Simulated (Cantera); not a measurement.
Charge: 1 mol Si, 4.6 mol HF, at 1298.15 K and 0.0233 Torr.

Equilibrium computed with Cantera from the NASA thermochemical tables; the gas is ideal and each condensed phase is pure. Candidate condensed phases: Si; 25 gas species. The tables' values for SiF3, SiF2 are old estimates; treat these amounts as uncertain. Rates play no part.

Task: What is the equilibrium state?

Result: 
```json
{
  "x(H2)": "0.553",
  "x(SiF4)": "0.274",
  "x(HF)": "0.170",
  "x(SiF3)": "0.00308",
  "x(H)": "0.000143",
  "x(SiHF3)": "8.18e-5",
  "x(SiF2)": "2.97e-5",
  "gas_amount": "3.606 mol",
  "log10 activity of Si(s) (absent)": "-5.98"
}
```
